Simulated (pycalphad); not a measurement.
Computed with pycalphad from the COST 507 light-alloy database (1999), at 1 atm. The data set is of 1999 and partly superseded. Diffusion is slow at the low end, where real alloys seldom reach equilibrium.

Task: How does the equilibrium phase assembly of Si-0.3049C (wt.%) change on cooling from 2327 °C to 227 °C?

Result: 
```json
[
 {"T (°C)": "2128.5", "phases above": "LIQUID", "phases below": "CSI + LIQUID"},
 {"T (°C)": "1413.8", "phases above": "CSI + LIQUID", "phases below": "CSI + DIAMOND_A4"}
]
```
Changes were sought between steps of 75 K, so a narrower field can be missed.

Database names, with the compositions (at.%) that they take in these runs: CSI: Si 50 C 50. DIAMOND_A4 is diamond (Si).
